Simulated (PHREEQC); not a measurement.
Ultrapure water in contact with air or piping

Synthetic water in mg/L, 25 °C, pH 5.65, pe 10.7:

| constituent | mg/L |
|---|---|
| Na | 0.0173 |
| K | 0.014 |
| Ca | 0.168 |
| Mg | 0.000848 |
| Cl | 0.0436 |
| S(6) as SO4 | 0.138 |
| Alkalinity as HCO3 | 0.339 |
| Zn | 0.00143 |
| F | 0.000174 |

Na is adjusted to close the charge balance.
Valence states are taken as typed.

Equilibrium calculation in PHREEQC: ion-association model, wateq4f.dat.

This is a speciation only: nothing precipitates in the calculation.

Problem. What ionic strength does the model give?

Solution. ionic strength 1.76e-5 mol/kgw.

Problem. In which forms is C present?

Solution. CO2 83 %, HCO3- 17 % of the C.
